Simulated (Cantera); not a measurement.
Adiabatic ignition

An adiabatic, constant-volume homogeneous reactor starts with CH₄ : CO : O₂ : N₂ : H₂O = 1 : 0.58 : 5.72 : 21.5 : 1.2 (molar parts), equivalence ratio 0.40, at 1223 K and 1.40 bar.

Cantera simulation using GRI-Mech 3.0 (53 species, 325 reactions); the numbers are that mechanism's predictions, not measurements.

| t (s) | T (K) | P (bar) | x CH₄ | x CO | x O₂ | x H₂O₂ | x H₂ | x C₂H |
|---|---|---|---|---|---|---|---|---|
| 1.00e-6 | 1223 | 1.40 | 0.0333 | 0.0193 | 0.191 | <1e-12 | 1.72e-12 | <1e-12 |
| 5.41e-6 | 1223 | 1.40 | 0.0333 | 0.0193 | 0.191 | 3.66e-12 | 3.87e-11 | <1e-12 |
| 2.93e-5 | 1223 | 1.40 | 0.0333 | 0.0193 | 0.191 | 9.78e-11 | 4.41e-10 | <1e-12 |
| 0.000159 | 1223 | 1.40 | 0.0333 | 0.0193 | 0.191 | 1.75e-9 | 5.77e-9 | <1e-12 |
| 0.000860 | 1223 | 1.40 | 0.0333 | 0.0193 | 0.191 | 9.67e-9 | 1.83e-7 | <1e-12 |
| 0.00465 | 1224 | 1.40 | 0.0332 | 0.0193 | 0.191 | 5.45e-8 | 9.80e-6 | <1e-12 |
| 0.0252 | 2259 | 2.57 | <1e-12 | 0.000869 | 0.114 | 2.26e-7 | 0.000320 | <1e-12 |
| 0.136 | 2244 | 2.55 | <1e-12 | 0.000800 | 0.111 | 2.14e-7 | 0.000297 | <1e-12 |
| 0.739 | 2238 | 2.54 | <1e-12 | 0.000776 | 0.110 | 2.09e-7 | 0.000289 | <1e-12 |
| 4.00 | 2238 | 2.54 | <1e-12 | 0.000776 | 0.110 | 2.09e-7 | 0.000289 | <1e-12 |
x: mole fraction; the columns are a selection and need not sum to one.

The time of steepest temperature rise is 15.6 ms and the temperature at 4.00 s is 2238 K. The equilibrium temperature is 2238 K, the x(CH₄) at 4.00 s is <1e-12 (gas-phase equilibrium <1e-12) and the x(CO) at 4.00 s comes out as 0.000776 (gas-phase equilibrium 0.000776). The x(O₂) at 4.00 s is 0.110 (gas-phase equilibrium 0.110).
